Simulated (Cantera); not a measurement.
## Reactions in the system Cr-N-O

Standard-state values (1 bar) from the NASA 1993 polynomials, evaluated with Cantera. Values are per mole of reaction as written; species without (g) are pure solids or liquids, kept so even where they would boil at 1 bar.

2 Cr2N + O2(g) → 2 NO(g) + 4 Cr

```csv
T (K),ΔH° (kJ),ΔS° (J/K),ΔG° (kJ),log10 K
1025,420.5,160.0,256.5,-13.07
1125,418.5,158.2,240.6,-11.17
1225,416.8,156.6,224.9,-9.59
1325,415.2,155.4,209.3,-8.25
1425,414.0,154.5,193.8,-7.10
1525,413.0,153.8,178.4,-6.11
```
